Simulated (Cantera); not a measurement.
Mixture: 21.0 % CH₃OH, 16.6 % O₂, 62.4 % N₂, at 1.00 bar, adiabatic and at constant volume. Ignition delay is the time to a rise of 400 K.

Detailed kinetics in Cantera: GRI-Mech 3.0 (53 species, 325 reactions). GRI-Mech 3.0 was tuned for natural gas; its chemistry of methanol as a main component is partial and can be far from experiment.

Question: Predict: delay at 1200 K; delay at 1400 K; delay at 1600 K; delay at 1800 K; delay at 2000 K; apparent activation energy between 1900 and 2100 K.

Answer: 
- delay at 1200 K: 8.04 ms
- delay at 1400 K: 0.484 ms
- delay at 1600 K: 66.4 µs
- delay at 1800 K: 15.8 µs
- delay at 2000 K: 5.41 µs
- apparent activation energy between 1900 and 2100 K: 150 kJ/mol
